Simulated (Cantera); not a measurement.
An isothermal, constant-pressure homogeneous reactor starts with NH3 : N2 = 1 : 0.1 (molar parts), at 2025 K and 0.400 bar. Integrator tolerance rtol = 1e-08.

Detailed kinetics in Cantera: the gas-phase N/H chemistry of the illustrative SiF4/NH3 mechanism in the Surface Chemkin manual (1991). Walls and surfaces, which speed up NH3 decomposition in real reactors, are not modelled.

Problem. What does this change do: temperature 2025 to 1548 K?

Solution. 
| quantity | before | after |
|---|---|---|
| x(NH3) at 1.00 s | 0.000386 (gas-phase equilibrium 2.47e-6) | 0.870 (gas-phase equilibrium 6.85e-6) |
| x(NH2) at 1.00 s | 4.09e-6 (gas-phase equilibrium 2.63e-8) | 7.10e-5 (gas-phase equilibrium 9.11e-10) |
| x(H2) at 1.00 s | 0.712 (gas-phase equilibrium 0.712) | 0.0309 (gas-phase equilibrium 0.714) |
| x(N2H4) at 1.00 s | 2.51e-12 (gas-phase equilibrium <1e-12) | 1.13e-7 (gas-phase equilibrium <1e-12) |
| x(H) at 1.00 s | 0.00257 (gas-phase equilibrium 0.00258) | 1.11e-6 (gas-phase equilibrium 4.14e-5) |
| x(N) at 1.00 s | 1.66e-7 (gas-phase equilibrium 1.08e-9) | 1.86e-9 (gas-phase equilibrium <1e-12) |
